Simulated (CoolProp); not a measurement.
Vapour-liquid equilibrium of trans-2-butene (1) + acetone (2) at 0.514 MPa; x and y are mole fractions of (1).

The numbers come from the multi-fluid Helmholtz-energy mixture model, Lemmon 2005 and Lemmon 2006; pair parameters Bell 2016 in CoolProp.

Q: Give the bubble temperature and the first vapour's composition at x = 0.45, 0.85, 0.95. Is there an azeotrope?

A: x = 0.45: 63.7 °C, y = 0.809; x = 0.85: 54.9 °C, y = 0.925; x = 0.95: 53.2 °C, y = 0.970. No azeotrope shows between x = 0.05 and 0.95.

Pair parameters are fitted to limited data, so mixtures are less certain than the pure fluids.
